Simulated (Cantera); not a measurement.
Mixture: CH4 : C2H6 : O2 : N2 = 1 : 0.085 : 4.18 : 15.7 (molar parts), equivalence ratio 0.55, at 0.484 atm, adiabatic and at constant pressure. Ignition delay is the time to a rise of 400 K.

Detailed kinetics in Cantera: GRI-Mech 3.0 (53 species, 325 reactions).

What does this change do: C2H6 0.085 to 0.18 parts?


```json
[
 {"quantity": "delay at 1275 K", "before": "3.73 ms", "after": "1.89 ms"},
 {"quantity": "delay at 1325 K", "before": "2.17 ms", "after": "1.15 ms"},
 {"quantity": "delay at 1375 K", "before": "1.31 ms", "after": "0.731 ms"},
 {"quantity": "delay at 1425 K", "before": "0.809 ms", "after": "0.483 ms"},
 {"quantity": "delay at 1475 K", "before": "0.520 ms", "after": "0.328 ms"},
 {"quantity": "delay at 1525 K", "before": "0.347 ms", "after": "0.229 ms"},
 {"quantity": "apparent activation energy between 1425 and 1525 K", "before": "150 kJ/mol", "after": "130 kJ/mol"}
]
```

What does this change do: pressure from 0.484 atm to 2.37 atm?


| quantity | before | after |
|---|---|---|
| delay at 1275 K | 3.73 ms | 1.27 ms |
| delay at 1325 K | 2.17 ms | 0.751 ms |
| delay at 1375 K | 1.31 ms | 0.455 ms |
| delay at 1425 K | 0.809 ms | 0.282 ms |
| delay at 1475 K | 0.520 ms | 0.179 ms |
| delay at 1525 K | 0.347 ms | 0.117 ms |
| apparent activation energy between 1425 and 1525 K | 150 kJ/mol | 160 kJ/mol |

What does this change do: pressure from 0.484 atm to 0.868 atm?


```
quantity                                                before       after
--------------------------------------------------  ----------  ----------
delay at 1275 K                                        3.73 ms     2.52 ms
delay at 1325 K                                        2.17 ms     1.47 ms
delay at 1375 K                                        1.31 ms    0.885 ms
delay at 1425 K                                       0.809 ms    0.546 ms
delay at 1475 K                                       0.520 ms    0.348 ms
delay at 1525 K                                       0.347 ms    0.229 ms
apparent activation energy between 1425 and 1525 K  150 kJ/mol  160 kJ/mol
```
